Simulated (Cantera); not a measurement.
Input: 1 mol Cr, 1.3 mol N₂O, 300 mol H₂, equilibrated at 2098 K and 0.0100 bar.

Equilibrium computed with Cantera from the NASA thermochemical tables; the gas is ideal and each condensed phase is pure. Candidate condensed phases: Cr, CrN, Cr₂N, Cr₂O₃, H₂O; 29 gas species. Equilibrium is a limit: real reactors are often held back by kinetics, nucleation or transport.

Base state: H₂ 0.958, H 0.0301, N₂ 0.00424, H₂O 0.00421, Cr 0.00325, OH 1.57e-5, CrO 1.07e-5 (mole fractions); condensed: gas only.

Problem. What changes in the equilibrium state with this change: temperature from 2098 K to 825 K?

Solution. 
| species | before | after |
|---|---|---|
| H₂ | 0.958 | 0.996 |
| N₂ | 0.00424 | 0.00409 |
| H₂O | 0.00421 | 1.78e-6 |
| H | 0.0301 | <1e-9 |
| Cr | 0.00325 | <1e-9 |
| OH | 1.57e-5 | <1e-9 |
| CrO | 1.07e-5 | <1e-9 |
| CrN(s), mol | 0 | 0.134 |
| Cr₂O₃(s), mol | 0 | 0.433 |
